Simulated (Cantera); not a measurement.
Feed: 1 mol NF3, 0.17 mol SO2, 0.61 mol H2, equilibrated at 0.133 bar.

Cantera equilibrium calculation (NASA polynomials, part measured and part estimated; ideal gas, pure solids and liquids). Candidate condensed phases: H2O, H2SO4, S; 62 gas species. The tables' values for SOF2 are old estimates; treat these amounts as uncertain. Kinetics and transport are ignored. All values below are at 2700 K.

Base state: F 0.477, HF 0.328, N2 0.133, SO2 0.0269, SO 0.0154, O 0.00771, O2 0.00607, NO 0.00223 (mole fractions); condensed: gas only.

Task: What changes in the equilibrium state with this change: SO2 from 0.17 to 0.045 mol?

Result: 
| species | before | after |
|---|---|---|
| F | 0.477 | 0.498 |
| HF | 0.328 | 0.342 |
| N2 | 0.133 | 0.140 |
| SO2 | 0.0269 | 0.00522 |
| SO | 0.0154 | 0.00533 |
| O2 | 0.00607 | 0.00191 |
| SOF2 | 3.25e-5 | 1.22e-5 |
| S2 | 6.14e-5 | 2.32e-5 |

Task: What changes in the equilibrium state with this change: 0.068 mol H2O added?

Result: 
| species | before | after |
|---|---|---|
| F | 0.477 | 0.437 |
| HF | 0.328 | 0.361 |
| N2 | 0.133 | 0.132 |
| O2 | 0.00607 | 0.0109 |
| O | 0.00771 | 0.0103 |
| SO | 0.0154 | 0.0130 |
| SO2 | 0.0269 | 0.0303 |
| S2 | 6.14e-5 | 2.42e-5 |
| SF2 | 0.000208 | 0.000110 |
| SF | 0.000941 | 0.000542 |

Task: What changes in the equilibrium state with this change: H2 from 0.61 to 19 mol?

Result: 
```tsv
species	before	after
H2	1.31e-7	0.693
HF	0.328	0.133
H	5.63e-5	0.130
F	0.477	8.39e-5
H2O	2.55e-7	0.0140
SO2	0.0269	5.18e-6
SO	0.0154	0.000287
N2	0.133	0.0221
H2S	<1e-9	0.000514
SF2	0.000208	<1e-9
SOF2	3.25e-5	<1e-9
F2	1.01e-5	<1e-9
```
